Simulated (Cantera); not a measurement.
# Thermodynamics of titanium nitride, carbide and oxide coatings, feed Ti + H₂O

Input: 1 mol Ti, a varied amount of H₂O, equilibrated at 1500 K and 0.0350 bar.

These are equilibrium values from Cantera (NASA tables, ideal gas, pure condensed phases), not measurements of a reactor. Candidate condensed phases: H₂O, Ti, TiO, TiO₂, Ti₂O₃, Ti₃O₅, Ti₄O₇; 12 gas species. Mutual solubility and eutectic melting of coexisting phases are not modelled. TiO: taken at fixed stoichiometry. Condensed phases not in the tables: Magnéli phases beyond Ti₄O₇, N, O or C dissolved in the metal. Gases not in the tables: TiO(OH)₂. Equilibrium is a limit: real reactors are often held back by kinetics, nucleation or transport.

```csv
n(H₂O) (mol),x H₂,x H₂O,x H,x OH,x Ti,n Ti(β),n TiO(s),n Ti₂O₃(s),n TiO₂(rutile),n Ti₄O₇(s)
0.12,1.000,5.69e-9,9.41e-5,<1e-12,3.08e-8,0.880,0.120,0,0,0
0.17,1.000,5.69e-9,9.41e-5,<1e-12,3.08e-8,0.830,0.170,0,0,0
0.24,1.000,5.69e-9,9.41e-5,<1e-12,3.08e-8,0.760,0.240,0,0,0
0.34,1.000,5.69e-9,9.41e-5,<1e-12,3.08e-8,0.660,0.340,0,0,0
0.48,1.000,5.69e-9,9.41e-5,<1e-12,3.08e-8,0.520,0.480,0,0,0
0.68,1.000,5.69e-9,9.41e-5,<1e-12,3.08e-8,0.320,0.680,0,0,0
0.97,1.000,5.69e-9,9.41e-5,<1e-12,3.08e-8,0.0300,0.970,0,0,0
1.4,1.000,7.97e-6,9.41e-5,2.14e-11,2.20e-11,0,0.200,0.400,0,0
1.9,0.984,0.0158,9.33e-5,4.27e-8,<1e-12,0,0,0,0.480,0.130
2.7,0.741,0.259,8.10e-5,8.09e-7,<1e-12,0,0,0,1.00,0
3.9,0.513,0.487,6.74e-5,1.83e-6,<1e-12,0,0,0,1.00,0
5.5,0.364,0.636,5.67e-5,2.84e-6,<1e-12,0,0,0,1.00,0
7.7,0.260,0.740,4.80e-5,3.90e-6,<1e-12,0,0,0,1.00,0
```
x: gas mole fraction; n: condensed amount in mol.

From 0.12 mol H₂O to 0.97 mol H₂O the condensed part is Ti(β) + TiO(s). At 1.4 mol H₂O the condensed part is TiO(s) + Ti₂O₃(s). At 1.9 mol H₂O the condensed part is TiO₂(rutile) + Ti₄O₇(s). From 2.7 mol H₂O to 7.7 mol H₂O the condensed part is TiO₂(rutile).
